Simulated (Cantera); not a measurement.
A closed system holds: 1 mol Zr, 0.36 mol N₂O, 210 mol H₂, 15 mol H₂O, held at 0.150 bar.

Method: chemical equilibrium by Gibbs-energy minimisation in Cantera with the NASA 1993 tables (ideal gas, pure condensed phases). Candidate condensed phases: H₂O, Zr, ZrN, ZrO₂; 28 gas species. Rates play no part. All values below are at 1825 K.

Base state: H₂ 0.938, H₂O 0.0592, N₂ 0.00160, H 0.00110 (mole fractions); condensed: ZrO₂(tetragonal).

**Question.** What changes in the equilibrium state with this change: N₂O from 0.36 to 2.7 mol?

**Answer.** 
```tsv
species	before	after
H₂	0.938	0.918
H₂O	0.0592	0.0689
N₂	0.00160	0.0119
H	0.00110	0.00109
ZrO₂(tetragonal), mol	1.00	1.00
```

**Question.** What changes in the equilibrium state with this change: N₂O from 0.36 to 0.17 mol?

**Answer.** 
```tsv
species	before	after
H₂	0.938	0.940
H₂O	0.0592	0.0585
H	0.00110	0.00110
N₂	0.00160	0.000755
ZrO₂(tetragonal), mol	1.00	1.00
```
